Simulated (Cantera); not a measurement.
Input (Python, Cantera) and output of one run.

```python
import numpy as np
import cantera as ct

gas_names = """
    B BH BH2 BH3 BO BO2 B2 B2O B2O2 B2O3 B3O3H3 H HBO HBO2 HO2 H2 H2O H2O2 H3B3O6 O OH O2 O3
""".split()
cond_names = """
    B(b) B(L) B2O3(L) B3O3H3(cr) H2O(s) H2O(L)
""".split()


# ... load() reads the species with a 1 bar reference pressure and builds the phases ...
atoms = {
    'B': {'B': 1},
    'O2': {'O': 2},
    'H2': {'H': 2},
}
top_T = {}  # K; cautious upper limits of use, not melting points


# ... equilibrate(T, P, feed) seeds the gas with the atoms and calls Mixture.equilibrate('TP', solver="vcs", rtol=1e-11, max_steps=5000) ...
results = []
feed = {'B': 1, 'O2': 0.27, 'H2': 1}  # mol
P = 1333.22  # Pa
for T in [1175, 1325, 1475, 1625, 1775, 1925, 2075, 2225]:
    mix = equilibrate(T, P, feed)
    results.append((T, P, feed, dict(zip(mix.species_names, mix.species_moles))))

top = {s: max(r[3][s] / sum(r[3][g] for g in gas_names) for r in results) for s in gas_names}
cols = sorted((s for s in top if top[s] > 1e-05), key=lambda s: -top[s])[:8]
seen = [c for c in cond_names if any(r[3].get(c, 0) > 1e-12 for r in results)]
print("log10 of partial pressures in bar; condensed amounts in mol")
print(f"{'T/K':>10s}" + "".join(f"{s[:9]:>10s}" for s in cols + seen))
for T, P, feed, n in results:
    ng = sum(n[g] for g in gas_names)
    print(f"{T:10.4g}" + "".join(f"{np.log10(max(n[s] / ng * P / 1e5, 1e-99)):10.3f}" for s in cols)
          + "".join(f"{n.get(c, 0):10.4g}" for c in seen))
```

Output:

```
log10 of partial pressures in bar; condensed amounts in mol
       T/K        H2       HBO        BO      B2O2         H      B2O3      HBO2       B2O      B(b)   B2O3(L)
      1175    -1.876    -5.358    -9.668    -7.475    -7.849    -8.399    -7.379   -13.127    0.6391    0.1791
      1325    -1.877    -4.322    -7.632    -5.661    -6.725    -6.436    -6.120   -10.634    0.6379    0.1778
      1475    -1.888    -3.510    -6.021    -4.230    -5.831    -4.890    -5.136    -8.663    0.6285     0.167
      1625    -1.963    -2.887    -4.715    -3.075    -5.133    -3.643    -4.376    -7.068    0.5541   0.07086
      1775    -2.019    -2.723    -3.989    -2.826    -4.548    -3.672    -4.452    -6.104    0.4834         0
      1925    -2.033    -2.681    -3.490    -2.843    -4.036    -4.034    -4.724    -5.409    0.4701         0
      2075    -2.050    -2.679    -3.097    -2.919    -3.600    -4.435    -5.021    -4.849    0.4625         0
      2225    -2.076    -2.728    -2.803    -3.077    -3.227    -4.917    -5.374    -4.415     0.456         0
```

Equilibrium computed with Cantera from the NASA thermochemical tables; the gas is ideal and each condensed phase is pure. Mutual solubility and eutectic melting of coexisting phases are not modelled. The tables' values for BH2 are old estimates; treat these amounts as uncertain.
